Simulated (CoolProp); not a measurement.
Vapour-liquid equilibrium of dimethyl carbonate (1) + n-octane (2) at 0.673 bar; x and y are mole fractions of (1).

Computed with CoolProp (multi-fluid Helmholtz-energy mixture model, Zhou 2011 and Beckmüller 2019; pair parameters Bell 2016).

Task: Give the bubble temperature and the first vapour's composition at x = 0.25, 0.55, 0.65. Is there an azeotrope?

Result: x = 0.25: 356.1 K, y = 0.681; x = 0.55: 350.7 K, y = 0.778; x = 0.65: 350.2 K, y = 0.793. y crosses x between x = 0.85 and 0.95: the model has an azeotrope there.

The pair parameters rest on a limited set of measurements; away from them the model extrapolates.
